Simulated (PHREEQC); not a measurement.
Solution (25 °C): 0.025 mol H2SO4, 0.068 mol ZnSO4 and 0.022 mol NiSO4 per kg of water. Closed to the air; pH follows from the charge balance.

All values are PHREEQC results (ion-association model, wateq4f.dat), not measurements.

Task: The ionic strength comes out as 0.211 mol/kgw. What activity coefficients do Ni(SO4)2-2, H+, Ni+2, HSO4-, SO4-2 get?

Result: Ni(SO4)2-2 0.31, H+ 0.80, Ni+2 0.31, HSO4- 0.72, SO4-2 0.29.

This is a speciation only: nothing precipitates in the calculation.
